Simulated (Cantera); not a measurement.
# Equilibrium for carbon deposition, reforming and gasification: CH4 + NH3 + N2

Charge: 1 mol CH4, 0.2 mol NH3, 0.53 mol N2, at 1600 K.

Cantera equilibrium calculation (NASA polynomials, part measured and part estimated; ideal gas, pure solids and liquids). Candidate condensed phases: C, C6H6, C7H8, C8H18; 92 gas species. The ideal-gas law is rough above about 30 bar. Equilibrium is a limit: real reactors are often held back by kinetics, nucleation or transport.

```json
[
 {"P (Pa)": "10", "x H2": "0.780", "x N2": "0.214", "x CH4": "9.94e-8", "x H": "0.00480", "x NH3": "1.49e-9", "x HCN": "0.000837", "x C2H4": "1.87e-10", "n C(graphite)": "0.997"},
 {"P (Pa)": "160", "x H2": "0.783", "x N2": "0.214", "x CH4": "1.60e-6", "x H": "0.00120", "x NH3": "2.40e-8", "x HCN": "0.000839", "x C2H4": "3.01e-9", "n C(graphite)": "0.997"},
 {"P (Pa)": "2500", "x H2": "0.784", "x N2": "0.215", "x CH4": "2.51e-5", "x H": "0.000305", "x NH3": "3.75e-7", "x HCN": "0.000840", "x C2H4": "4.71e-8", "n C(graphite)": "0.997"},
 {"P (Pa)": "40000", "x H2": "0.784", "x N2": "0.215", "x CH4": "0.000401", "x H": "7.61e-5", "x NH3": "6.01e-6", "x HCN": "0.000840", "x C2H4": "7.54e-7", "n C(graphite)": "0.996"},
 {"P (Pa)": "630000", "x H2": "0.777", "x N2": "0.216", "x CH4": "0.00621", "x H": "1.91e-5", "x NH3": "9.36e-5", "x HCN": "0.000838", "x C2H4": "1.17e-5", "n C(graphite)": "0.979"},
 {"P (Pa)": "10000000", "x H2": "0.689", "x N2": "0.231", "x CH4": "0.0775", "x H": "4.51e-6", "x NH3": "0.00128", "x HCN": "0.000817", "x C2H4": "0.000146", "n C(graphite)": "0.786"}
]
```
x: gas mole fraction; n: condensed amount in mol.

From 10.0 Pa to 100 bar the condensed part is C(graphite). The main C-bearing gas is HCN at 10.0 Pa and CH4 at 100 bar.
